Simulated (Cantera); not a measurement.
An isothermal, constant-pressure homogeneous reactor starts with 2.27 % CO, 2.55 % O₂, 4.27 % H₂O, 90.9 % N₂, at 1125 K and 4.00 bar.

Cantera simulation using GRI-Mech 3.0 (53 species, 325 reactions); the numbers are that mechanism's predictions, not measurements.

x: mole fraction; the columns are a selection and need not sum to one.

| t (s) | x CO | x O₂ | x H₂O | x NO | x H₂ | x NO₂ | x HO₂ |
|---|---|---|---|---|---|---|---|
| 4.00e-5 | 0.0227 | 0.0255 | 0.0427 | <1e-12 | 2.93e-11 | <1e-12 | 4.80e-10 |
| 0.000115 | 0.0227 | 0.0255 | 0.0427 | <1e-12 | 3.07e-10 | <1e-12 | 4.53e-9 |
| 0.000328 | 0.0227 | 0.0255 | 0.0427 | <1e-12 | 3.22e-9 | <1e-12 | 3.80e-8 |
| 0.000940 | 0.0227 | 0.0255 | 0.0427 | <1e-12 | 9.24e-8 | <1e-12 | 8.08e-7 |
| 0.00269 | 0.0223 | 0.0252 | 0.0427 | 2.32e-11 | 2.46e-5 | 7.29e-12 | 1.74e-5 |
| 0.00771 | 0.0197 | 0.0240 | 0.0427 | 2.37e-10 | 0.000122 | 9.42e-11 | 1.79e-5 |
| 0.0221 | 0.0140 | 0.0212 | 0.0427 | 9.96e-10 | 0.000151 | 4.48e-10 | 1.56e-5 |
| 0.0632 | 0.00612 | 0.0173 | 0.0430 | (withheld) | 8.02e-5 | 1.71e-9 | 1.01e-5 |
| 0.181 | 0.00141 | 0.0150 | 0.0432 | (withheld) | 1.96e-5 | 4.55e-9 | 3.98e-6 |
| 0.519 | 0.000243 | 0.0144 | 0.0432 | (withheld) | 3.45e-6 | 6.81e-9 | 1.00e-6 |
| 1.49 | 2.88e-5 | 0.0143 | 0.0432 | (withheld) | 4.79e-7 | 6.79e-9 | 1.62e-7 |
| 4.26 | 3.25e-7 | 0.0143 | 0.0432 | (withheld) | 6.08e-9 | 8.57e-10 | 3.10e-9 |
| 12.2 | 2.54e-10 | 0.0143 | 0.0432 | 8.78e-9 | 4.34e-10 | 1.07e-10 | 6.73e-10 |
| 34.9 | 2.57e-10 | 0.0143 | 0.0432 | 8.79e-9 | 4.39e-10 | 1.13e-10 | 6.81e-10 |
| 100 | 2.57e-10 | 0.0143 | 0.0432 | 8.80e-9 | 4.39e-10 | 1.13e-10 | 6.81e-10 |

Problem. Fill in the missing entries.

Solution. 
- 0.0632, x NO: 2.56e-9
- 0.181, x NO: 2.79e-9
- 0.519, x NO: 1.72e-9
- 1.49, x NO: 2.02e-9
- 4.26, x NO: 7.99e-9
